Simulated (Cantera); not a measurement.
Feed: 1 mol FeS, 0.16 mol O₂, 7.5 mol H₂O, equilibrated at 675 K and 0.0160 bar.

These are equilibrium values from Cantera (NASA tables, ideal gas, pure condensed phases), not measurements of a reactor. Candidate condensed phases: Fe, FeO, Fe(OH)₂, Fe(OH)₃, FeS, FeSO₄, FeS₂, Fe₂O₃, Fe₂(SO₄)₃, Fe₃O₄, H₂O, H₂SO₄, S; 22 gas species. FeS: taken at fixed stoichiometry. Equilibrium is a limit: real reactors are often held back by kinetics, nucleation or transport.

Base state: H₂O 0.994, H₂S 0.00479, H₂ 0.00106, SO₂ 4.80e-5 (mole fractions); condensed: FeS(s) + FeS₂(s) + Fe₃O₄(s).

Question: What changes in the equilibrium state with this change: FeS replaced by Fe₂O₃?

Answer: 
| species | before | after |
|---|---|---|
| H₂O | 0.994 | 0.979 |
| O₂ | <1e-9 | 0.0209 |
| H₂S | 0.00479 | 0 |
| H₂ | 0.00106 | <1e-9 |
| SO₂ | 4.80e-5 | 0 |
| FeS(s), mol | 0.492 | 0 |
| FeS₂(s), mol | 0.236 | 0 |
| Fe₃O₄(s), mol | 0.0908 | 0 |
| Fe₂O₃(s), mol | 0 | 1.00 |
